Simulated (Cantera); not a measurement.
# MgO + H2 (sublimation and decomposition of ceramics)

A closed system holds: 1 mol MgO, 0.099 mol H2, equilibrated at 1327 °C.

Equilibrium computed with Cantera from the NASA thermochemical tables; the gas is ideal and each condensed phase is pure. Candidate condensed phases: H2O, Mg, MgO, Mg(OH)2; 15 gas species. Kinetics and transport are ignored.

From 1.00 Pa to 10.0 bar the condensed part is MgO(s). The main Mg-bearing gas is Mg throughout.

| P (Pa) | x H2 | x Mg | x H2O | x H | x OH | x MgOH | n MgO(s) |
|---|---|---|---|---|---|---|---|
| 1 | 0.919 | 0.0323 | 0.0322 | 0.0165 | 2.26e-5 | 5.50e-6 | 0.997 |
| 16 | 0.979 | 0.00832 | 0.00832 | 0.00425 | 1.42e-6 | 1.42e-6 | 0.999 |
| 250 | 0.995 | 0.00212 | 0.00212 | 0.00108 | 9.06e-8 | 3.62e-7 | 1.000 |
| 4000 | 0.999 | 0.000531 | 0.000532 | 0.000272 | 5.67e-9 | 9.07e-8 | 1.000 |
| 63000 | 1.000 | 0.000133 | 0.000135 | 6.85e-5 | 3.61e-10 | 2.29e-8 | 1.000 |
| 1000000 | 1.000 | 3.30e-5 | 3.42e-5 | 1.72e-5 | 2.31e-11 | 5.74e-9 | 1.000 |
x: gas mole fraction; n: condensed amount in mol.
